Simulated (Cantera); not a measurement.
# Reactions in the system Ba-H-O

Source: NASA polynomial tables (part measured, part estimated), evaluated in Cantera. Values are per mole of reaction as written; species without (g) are pure solids or liquids, kept so even where they would boil at 1 bar.

2 OH(g) + Ba ⇌ Ba(OH)2

| T (K) | ΔH° (kJ) | ΔS° (J/K) | ΔG° (kJ) | log10 K | condensed phases |
|---|---|---|---|---|---|
| 975 | -985.3 | -261.6 | -730.3 | 39.12 | Ba(s), Ba(OH)2(l) |
| 1075 | -989.2 | -265.6 | -703.7 | 34.19 | Ba(l), Ba(OH)2(l) |
| 1175 | -985.4 | -262.2 | -677.3 | 30.11 | Ba(l), Ba(OH)2(l) |
| 1275 | -981.7 | -259.2 | -651.2 | 26.68 | Ba(l), Ba(OH)2(l) |
| 1375 | -978.0 | -256.4 | -625.5 | 23.76 | Ba(l), Ba(OH)2(l) |
| 1475 | -974.5 | -253.9 | -600.0 | 21.25 | Ba(l), Ba(OH)2(l) |
